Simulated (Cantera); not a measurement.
What does this Cantera script print?

```python
import numpy as np
import cantera as ct

gas_names = """
    H H2 N NH NH2 NH3 N2 N2H2 N2H4 Si SiH SiH2 SiH3 SiH4 SiN Si2 Si2N Si3
""".split()
cond_names = """
    Si(cr) Si(L) Si3N4(a)
""".split()


# ... load() reads the species with a 1 bar reference pressure and builds the phases ...
atoms = {
    'trisilylamine': {'Si': 3, 'N': 1, 'H': 9},
    'NH3': {'N': 1, 'H': 3},
}
top_T = {'Si3N4(a)': 2400}  # K; cautious upper limits of use, not melting points


# ... equilibrate(T, P, feed) seeds the gas with the atoms and calls Mixture.equilibrate('TP', solver="vcs", rtol=1e-11, max_steps=5000) ...
results = []
feed = {'trisilylamine': 1, 'NH3': 0.13}  # mol
P = 133.322  # Pa
for T in [1223, 1298, 1373, 1448, 1523, 1598, 1673, 1748, 1823, 1898]:
    mix = equilibrate(T, P, feed)
    results.append((T, P, feed, dict(zip(mix.species_names, mix.species_moles))))

top = {s: max(r[3][s] / sum(r[3][g] for g in gas_names) for r in results) for s in gas_names}
cols = sorted((s for s in top if top[s] > 0.0001), key=lambda s: -top[s])[:5]
seen = [c for c in cond_names if any(r[3].get(c, 0) > 1e-12 for r in results)]
print("log10 of partial pressures in bar; condensed amounts in mol")
print(f"{'T/K':>10s}" + "".join(f"{s[:9]:>10s}" for s in cols + seen))
for T, P, feed, n in results:
    ng = sum(n[g] for g in gas_names)
    print(f"{T:10.4g}" + "".join(f"{np.log10(max(n[s] / ng * P / 1e5, 1e-99)):10.3f}" for s in cols)
          + "".join(f"{n.get(c, 0):10.4g}" for c in seen))
```

It prints:

```
log10 of partial pressures in bar; condensed amounts in mol
       T/K        H2        N2         H        Si       SiH    Si(cr)     Si(L)  Si3N4(a)
      1223    -2.875    -7.241    -7.959   -11.492   -11.817     2.153         0    0.2824
      1298    -2.875    -6.326    -7.408   -10.391   -10.905     2.155         0    0.2817
      1373    -2.876    -5.513    -6.916    -9.411   -10.095     2.169         0    0.2771
      1448    -2.881    -4.785    -6.476    -8.534    -9.371      2.24         0    0.2533
      1523    -2.900    -4.131    -6.086    -7.744    -8.728     2.567         0    0.1445
      1598    -2.925    -3.844    -5.736    -7.029    -8.150         3         0         0
      1673    -2.926    -3.845    -5.407    -6.379    -7.614     2.998         0         0
      1748    -2.928    -3.846    -5.105    -5.837    -7.177         0     2.994         0
      1823    -2.931    -3.848    -4.829    -5.355    -6.791         0     2.981         0
      1898    -2.938    -3.853    -4.576    -4.911    -6.439         0     2.947         0
```

Equilibrium computed with Cantera from the NASA thermochemical tables; the gas is ideal and each condensed phase is pure. The feed counts by its element totals alone. Mutual solubility and eutectic melting of coexisting phases are not modelled. The tables' values for SiN are old estimates; treat these amounts as uncertain. Gases not in the tables: Si2H6 and higher silanes.
